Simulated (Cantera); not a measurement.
Thermodynamics of silicon nitride deposition, feed SiCl4 + NH3 + N2

Charge: 1 mol SiCl4, 1.8 mol NH3, 91 mol N2, equilibrated at 925 °C.

Method: chemical equilibrium by Gibbs-energy minimisation in Cantera with the NASA 1993 tables (ideal gas, pure condensed phases). Candidate condensed phases: NH4Cl, Si, Si3N4; 28 gas species. The tables' values for SiCl3 are old estimates; treat these amounts as uncertain. Rates play no part.

From 5.00 Pa to 1.00 bar the condensed part is Si3N4(s). The main Si-bearing gas is SiCl2 at 5.00 Pa and SiCl4 at 1.00 bar. The share of Si in condensed phases is highest at 4.10 mbar (91.0 %) and lowest at 5.00 Pa (76.7 %).

```json
[
 {"P (Pa)": "5", "x N2": "0.951", "x HCl": "0.0364", "x H2": "0.00990", "x SiCl2": "0.00216", "n Si3N4(s)": "0.256"},
 {"P (Pa)": "15", "x N2": "0.951", "x HCl": "0.0379", "x H2": "0.00918", "x SiCl2": "0.00121", "n Si3N4(s)": "0.282"},
 {"P (Pa)": "45", "x N2": "0.951", "x HCl": "0.0386", "x H2": "0.00886", "x SiCl2": "0.000624", "n Si3N4(s)": "0.297"},
 {"P (Pa)": "140", "x N2": "0.952", "x HCl": "0.0386", "x H2": "0.00883", "x SiCl2": "0.000295", "n Si3N4(s)": "0.303"},
 {"P (Pa)": "410", "x N2": "0.952", "x HCl": "0.0383", "x H2": "0.00899", "x SiCl2": "0.000139", "n Si3N4(s)": "0.303"},
 {"P (Pa)": "1200", "x N2": "0.952", "x HCl": "0.0378", "x H2": "0.00926", "x SiCl2": "6.43e-5", "n Si3N4(s)": "0.300"},
 {"P (Pa)": "3700", "x N2": "0.952", "x HCl": "0.0371", "x H2": "0.00963", "x SiCl2": "2.81e-5", "n Si3N4(s)": "0.295"},
 {"P (Pa)": "11000", "x N2": "0.952", "x HCl": "0.0362", "x H2": "0.0100", "x SiCl2": "1.24e-5", "n Si3N4(s)": "0.289"},
 {"P (Pa)": "33000", "x N2": "0.953", "x HCl": "0.0353", "x H2": "0.0105", "x SiCl2": "5.42e-6", "n Si3N4(s)": "0.281"},
 {"P (Pa)": "100000", "x N2": "0.953", "x HCl": "0.0343", "x H2": "0.0110", "x SiCl2": "2.32e-6", "n Si3N4(s)": "0.273"}
]
```
x: gas mole fraction; n: condensed amount in mol.
